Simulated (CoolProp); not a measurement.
Vapour-liquid equilibrium of hydrogen sulfide (1) + isobutane (2) at 0.0758 MPa; x and y are mole fractions of (1).

Values from CoolProp's multi-fluid Helmholtz-energy mixture model, Lemmon 2006 and Bücker 2006; pair parameters Kunz 2012.

```json
[
 {"x": "0.05", "bubble temperature (°C)": "-31.2", "y at the bubble point": "0.439", "dew temperature at overall composition x (°C)": "-20.1", "liquid density (mol/L)": "10.94"},
 {"x": "0.2", "bubble temperature (°C)": "-51.1", "y at the bubble point": "0.826", "dew temperature at overall composition x (°C)": "-23.9", "liquid density (mol/L)": "12.59"},
 {"x": "0.35", "bubble temperature (°C)": "-58.6", "y at the bubble point": "0.902", "dew temperature at overall composition x (°C)": "-28.2", "liquid density (mol/L)": "14.29"},
 {"x": "0.5", "bubble temperature (°C)": "-61.5", "y at the bubble point": "0.927", "dew temperature at overall composition x (°C)": "-33.4", "liquid density (mol/L)": "16.26"},
 {"x": "0.65", "bubble temperature (°C)": "-62.8", "y at the bubble point": "0.939", "dew temperature at overall composition x (°C)": "-39.9", "liquid density (mol/L)": "18.69"},
 {"x": "0.8", "bubble temperature (°C)": "-63.9", "y at the bubble point": "0.953", "dew temperature at overall composition x (°C)": "-49.0", "liquid density (mol/L)": "21.88"},
 {"x": "0.95", "bubble temperature (°C)": "-65.3", "y at the bubble point": "0.982", "dew temperature at overall composition x (°C)": "-63.7", "liquid density (mol/L)": "26.28"}
]
```

No azeotrope shows between x = 0.05 and 0.95.

Pair parameters are fitted to limited data, so mixtures are less certain than the pure fluids. With so large a gap from Raoult's law the liquid may split in two, which this calculation doesn't test in full.
